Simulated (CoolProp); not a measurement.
Vapour-liquid equilibrium of CHF3 (R23) (1) + R152A (2) at 206.1 K; x and y are mole fractions of (1).

The numbers come from the multi-fluid Helmholtz-energy mixture model, Penoncello 2003 and Outcalt 1996; pair parameters Bell 2016 in CoolProp.

| x | bubble pressure (bar) | y at the bubble point | dew pressure at overall composition x (bar) | liquid density (mol/L) |
|---|---|---|---|---|
| 0.05 | 0.1820 | 0.506 | 0.09878 | 16.77 |
| 0.125 | 0.3207 | 0.739 | 0.1068 | 17.01 |
| 0.2 | 0.4667 | 0.835 | 0.1163 | 17.26 |
| 0.275 | 0.6191 | 0.887 | 0.1276 | 17.51 |
| 0.35 | 0.7769 | 0.919 | 0.1414 | 17.76 |
| 0.425 | 0.9391 | 0.940 | 0.1584 | 18.02 |
| 0.5 | 1.105 | 0.956 | 0.1802 | 18.27 |
| 0.575 | 1.273 | 0.967 | … | 18.52 |
| 0.65 | 1.442 | 0.976 | 0.2483 | 18.76 |
| 0.725 | 1.612 | 0.983 | … | 19.00 |
| 0.8 | 1.783 | 0.989 | 0.3997 | 19.24 |
| 0.875 | 1.954 | 0.994 | 0.5758 | 19.47 |
| 0.95 | … | 0.998 | 1.036 | 19.68 |

Task: What belongs in the gaps?

Result: 
- 0.575, dew pressure at overall composition x (bar): 0.2088
- 0.725, dew pressure at overall composition x (bar): 0.3063
- 0.95, bubble pressure (bar): 2.126

No azeotrope shows between x = 0.05 and 0.95.

The pair parameters rest on a limited set of measurements; away from them the model extrapolates.
